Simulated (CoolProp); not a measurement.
Values from CoolProp's reference Helmholtz-energy equation of state, Lemmon 2006. It is a short technical equation, of lower accuracy than the large ones.

**Question.** For toluene, give the phase and the speed of sound (m/s), Prandtl number at 184.65 °C and 0.0511 MPa.

**Answer.** 
- 184.65 °C and 0.0511 MPa: gas; speed of sound 207, Prandtl number 0.721

Viscosity comes from a separate model (Avgeri 2015). Thermal conductivity comes from a separate model (Assael 2012).
